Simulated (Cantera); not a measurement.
Charge: 1 mol B2O3, 0.58 mol H2O, 2.1 mol N2, held at 923.15 K and 47000 Pa.

These are equilibrium values from Cantera (NASA tables, ideal gas, pure condensed phases), not measurements of a reactor. Candidate condensed phases: B, BN, B2O3, B3O3H3, H2O; 39 gas species. Gases not in the tables: H3BO3. Equilibrium is a limit: real reactors are often held back by kinetics, nucleation or transport.

Base state: N2 0.785, H2O 0.212, (HBO2)3 0.00283 (mole fractions); condensed: B2O3(l).

Problem. What changes in the equilibrium state with this change: N2 from 2.1 to 3.9 mol?

Solution. 
```json
[
 {"species": "N2", "before": "0.785", "after": "0.871"},
 {"species": "H2O", "before": "0.212", "after": "0.128"},
 {"species": "(HBO2)3", "before": "0.00283", "after": "0.00132"},
 {"species": "B2O3(l), mol", "before": "0.989", "after": "0.991"}
]
```
